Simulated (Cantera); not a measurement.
Charge: 1 mol acetone, 0.053 mol NH₃, held at 0.0100 bar.

These are equilibrium values from Cantera (NASA tables, ideal gas, pure condensed phases), not measurements of a reactor. Candidate condensed phases: C, C₆H₆, C₇H₈, C₈H₁₈, H₂O; 169 gas species. Ions and electrons are included (thermal ionisation). The feed counts by its element totals alone. Kinetics and transport are ignored.

Task: Which condensed phases are stable at each of these points (T (K)): 2500, 2750, 3000, 3250, 3500, 3750, 4000, 4250, 4500, 4750, 5000?

Result: 
| T (K) | condensed phases | C condensed (%) |
|---|---|---|
| 2500 | C(graphite) | 64.1 |
| 2750 | C(graphite) | 60.6 |
| 3000 | C(graphite) | 35.4 |
| 3250 | gas only | 0.0 |
| 3500 | gas only | 0.0 |
| 3750 | gas only | 0.0 |
| 4000 | gas only | 0.0 |
| 4250 | gas only | 0.0 |
| 4500 | gas only | 0.0 |
| 4750 | gas only | 0.0 |
| 5000 | gas only | 0.0 |

From 2500 K to 3000 K the condensed part is C(graphite). From 3250 K to 5000 K nothing is condensed.
